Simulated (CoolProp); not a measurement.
Vapour-liquid equilibrium of propylene (1) + n-heptane (2) at 62.95 °C; x and y are mole fractions of (1).

Model: multi-fluid Helmholtz-energy mixture model, Lemmon 2013 and Span 2003; pair parameters Bell 2016, in CoolProp.

| x | bubble pressure (MPa) | y at the bubble point | dew pressure at overall composition x (MPa) | liquid density (mol/L) |
|---|---|---|---|---|
| 0.05 | 0.1336 | 0.768 | 0.03300 | 6.620 |
| 0.125 | 0.3084 | 0.901 | 0.03585 | 6.880 |
| 0.2 | 0.5007 | 0.940 | 0.03922 | 7.153 |
| 0.275 | 0.7018 | 0.958 | 0.04328 | 7.439 |
| 0.35 | 0.9043 | 0.968 | 0.04827 | 7.740 |
| 0.425 | 1.103 | 0.974 | 0.05454 | 8.053 |
| 0.5 | 1.295 | 0.979 | 0.06267 | 8.379 |
| 0.575 | 1.480 | 0.982 | 0.07364 | 8.716 |
| 0.65 | 1.660 | 0.985 | 0.08925 | 9.058 |
| 0.725 | 1.840 | 0.987 | 0.1133 | 9.399 |
| 0.8 | 2.028 | 0.990 | 0.1550 | 9.723 |
| 0.875 | 2.236 | 0.993 | 0.2457 | 10.00 |
| 0.95 | 2.480 | 0.996 | 0.5961 | 10.16 |

No azeotrope shows between x = 0.05 and 0.95.

Pair parameters are fitted to limited data, so mixtures are less certain than the pure fluids.
